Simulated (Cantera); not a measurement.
Standard-state values (1 bar) from the NASA 1993 polynomials, evaluated with Cantera. Values are per mole of reaction as written; species without (g) are pure solids or liquids, kept so even where they would boil at 1 bar.

Q: Between 300 and 2050 K, where is each reaction favourable under standard conditions?
- 2 NH3(g) + 5 TaO2(g) = 6 OH(g) + 2 NO2(g) + 5 Ta

A: 
- 2 NH3(g) + 5 TaO2(g) = 6 OH(g) + 2 NO2(g) + 5 Ta: ΔG° is 1400 kJ at 300 K and 1269 kJ at 2050 K; it stays positive (K < 1). ΔH° is 1482 kJ and ΔS° 104 J/K at 2050 K.
